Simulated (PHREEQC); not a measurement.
Dissolve 0.23 mol/kgw CdCl2, 0.0014 mol/kgw KCl and 0.23 mol/kgw HCl at 25 °C. Closed to the air; pH follows from the charge balance.

Equilibrium calculation in PHREEQC: ion-association model, phreeqc.dat.

Problem. The ionic strength comes out as 0.391 mol/kgw. What activity coefficients do CdCl3-, K+, CdCl+, Cd+2, H+ get?

Solution. CdCl3- 0.73, K+ 0.66, CdCl+ 0.73, Cd+2 0.28, H+ 0.77.

No solid was allowed to form.
